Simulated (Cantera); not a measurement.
**Catalytic combustion on Pt**

An isothermal plug-flow reactor at 1150 K and 1.20 bar (inlet), inlet velocity 0.14 m/s, active area per volume 2900 1/m; feed 0.731 % CH4, 13.1 % O2, 86.2 % N2, equivalence ratio 0.11.

Model: Deutschmann's 1995 Pt surface mechanism with GRI-Mech 3.0 gas chemistry, integrated in Cantera. Catalytic surfaces can have several steady states; this one follows from the mechanism file's or the stated starting coverage. Mass transfer to the wall is taken as infinitely fast.

```
z (m)       x CH4   x O2    x H2O    x CO2     x CO  θ free Pt   θ O*    θ OH*
-------  --------  -----  -------  -------  -------  ---------  -----  -------
0.00014   0.00348  0.123  0.00761  0.00379  3.47e-6      0.338  0.661  0.00129
0.00024   0.00203  0.120   0.0105  0.00522  2.04e-6      0.339  0.660  0.00151
0.00044  0.000685  0.118   0.0132  0.00656  7.12e-7      0.340  0.658  0.00169
0.00077  0.000113  0.117   0.0143  0.00713  1.42e-7      0.340  0.658  0.00176
0.0014    3.56e-6  0.116   0.0145  0.00725  2.17e-8      0.340  0.658  0.00178
0.0024    1.51e-8  0.116   0.0146  0.00726  8.38e-9      0.340  0.658  0.00178
0.0044   2.09e-10  0.116   0.0146  0.00727  3.93e-9      0.340  0.658  0.00178
0.0077   6.20e-11  0.116   0.0146  0.00728  2.97e-9      0.340  0.658  0.00178
0.014    1.00e-11  0.116   0.0146  0.00729  1.78e-9      0.340  0.658  0.00178
```
x: gas mole fraction; θ: surface coverage.
